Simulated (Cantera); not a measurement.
Charge: 1 mol Hg, 0.021 mol O₂, 12 mol H₂, at 350 °C and 0.100 bar.

These are equilibrium values from Cantera (NASA tables, ideal gas, pure condensed phases), not measurements of a reactor. Candidate condensed phases: H₂O, Hg, HgO; 10 gas species. Equilibrium is a limit: real reactors are often held back by kinetics, nucleation or transport.

Base state: H₂ 0.920, Hg 0.0769, H₂O 0.00323 (mole fractions); condensed: gas only.

### Question
What changes in the equilibrium state with this change: O₂ from 0.021 to 0.84 mol?

### Answer
```csv
species,before,after
H₂,0.920,0.794
H₂O,0.00323,0.129
Hg,0.0769,0.0769
```
